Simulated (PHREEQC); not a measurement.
Make-up at 35 °C: 0.11 mol NaHSO4, 0.054 mol NaF and 0.00019 mol LiCl per kg of water. Closed to the air; pH follows from the charge balance.

The numbers come from PHREEQC with the ion-association model, phreeqc.dat.

Precipitation was switched off in this run.

### Question
What pH, activity of water, ionic strength does the model give?

### Answer
pH 1.81; activity of water 0.994; ionic strength 0.228 mol/kgw.

### Question
In which forms is Li present?

### Answer
Li+ 93 %, LiSO4- 6.6 % of the Li.
